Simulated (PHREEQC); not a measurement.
A solution holds 0.026 mol/kgw HCl, 0.00038 mol/kgw FeSO4 and 0.0053 mol/kgw Fe2(SO4)3, at 25 °C. Closed to the air; pH follows from the charge balance.

Equilibrium calculation in PHREEQC: ion-association model, wateq4f.dat.

| quantity | before | after |
|---|---|---|
| pH | 1.73 | 1.75 |
| ionic strength (mol/kgw) | 0.0462 | 0.0534 |
| SO4-2 (mol/kgw) | 0.00363 | 0.00500 |

Problem. Name the change that produced these shifts.
A) FeSO4 from 0.00038 to 0.0038 mol/kgw
B) Fe2(SO4)3 left out
C) FeSO4 replaced by ZnSO4 at the same molality

Solution. A, FeSO4 from 0.00038 to 0.0038 mol/kgw

Precipitation was switched off in this run. Some of these states are supersaturated (in Hematite (slow to form), Goethite (slow to form), for instance).
